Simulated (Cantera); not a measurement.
A closed system holds: 1 mol Pb, 0.012 mol H₂O, 69 mol H₂, at 698 K and 1.00 Torr.

These are equilibrium values from Cantera (NASA tables, ideal gas, pure condensed phases), not measurements of a reactor. Candidate condensed phases: H₂O, Pb, PbO, PbO₂, Pb₃O₄; 12 gas species. Equilibrium is a limit: real reactors are often held back by kinetics, nucleation or transport.

Base state: H₂ 1.000, H₂O 0.000174 (mole fractions); condensed: Pb(l).

Question: What changes in the equilibrium state with this change: temperature from 698 K to 1073.15 K?

Answer: 
```json
[
 {"species": "H₂", "before": "1.000", "after": "0.986"},
 {"species": "Pb", "before": "7.62e-7", "after": "0.0143"},
 {"species": "H₂O", "before": "0.000174", "after": "0.000171"},
 {"species": "Pb(l), mol", "before": "1.000", "after": "0"}
]
```
